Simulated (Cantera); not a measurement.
Feed: 1 mol CO, 0.042 mol H2O, equilibrated at 2375 K and 2800000 Pa.

Method: chemical equilibrium by Gibbs-energy minimisation in Cantera with the NASA 1993 tables (ideal gas, pure condensed phases). Candidate condensed phases: C, C6H6, C7H8, C8H18, H2O; 110 gas species. Rates play no part.

Base state: CO 0.926, CO2 0.0333, H2 0.0331, H2O 0.00695, H 0.000485, OH 1.81e-5 (mole fractions); condensed: gas only.

Task: What changes in the equilibrium state with this change: H2O from 0.042 to 0.63 mol?

Result: 
```csv
species,before,after
CO,0.926,0.472
H2O,0.00695,0.245
CO2,0.0333,0.141
H2,0.0331,0.141
OH,1.81e-5,0.000310
H,0.000485,0.000999
```
